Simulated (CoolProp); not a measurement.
20 sccm (0 °C, 1 atm) of nitrogen bubbles through liquid dimethyl carbonate at 335.6 K and leaves saturated at a total pressure of 0.15 MPa (ideal gas phase). Each further row changes one setting.

Model: reference Helmholtz-energy equation of state, Zhou 2011, in CoolProp.

```
case                      vapour pressure (kPa)  mole fraction of vapour  delivery (mg/min)  delivery (sccm)  change of delivery for a bath 1 K warmer (%)
------------------------  ---------------------  -----------------------  -----------------  ---------------  --------------------------------------------
as stated                                  38.4                    0.256               27.7             6.89                                             …
bath temperature 340.6 K                   46.5                    0.310               36.1                …                                           5.6
total pressure 0.3 MPa                     38.4                        …               11.8                …                                           4.5
```

### Question
Complete the blanks.

### Answer

- as stated, change of delivery for a bath 1 K warmer (%): 5.3
- bath temperature 340.6 K, delivery (sccm): 8.97
- total pressure 0.3 MPa, mole fraction of vapour: 0.128
- total pressure 0.3 MPa, delivery (sccm): 2.94
